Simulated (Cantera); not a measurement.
A closed system holds: 1 mol Al₂O₃, 1.4 mol H₂O, equilibrated at 1150 K and 0.00420 bar.

Equilibrium computed with Cantera from the NASA thermochemical tables; the gas is ideal and each condensed phase is pure. Candidate condensed phases: Al, Al₂O₃, H₂O; 19 gas species. The numbers say what is thermodynamically allowed, not how fast it happens.

Base state: H₂O 1.000, H₂ 2.09e-5, O₂ 1.01e-5 (mole fractions); condensed: Al₂O₃(s).

Q: What changes in the equilibrium state with this change: temperature from 1150 K to 2200 K?

A: 
| species | before | after |
|---|---|---|
| H₂O | 1.000 | 0.820 |
| H₂ | 2.09e-5 | 0.0793 |
| OH | 1.52e-6 | 0.0353 |
| H | 5.26e-9 | 0.0245 |
| O₂ | 1.01e-5 | 0.0331 |
| AlO₂H | <1e-9 | 5.41e-5 |
| O | <1e-9 | 0.00760 |
| Al₂O₃(s), mol | 1.00 | 1.000 |
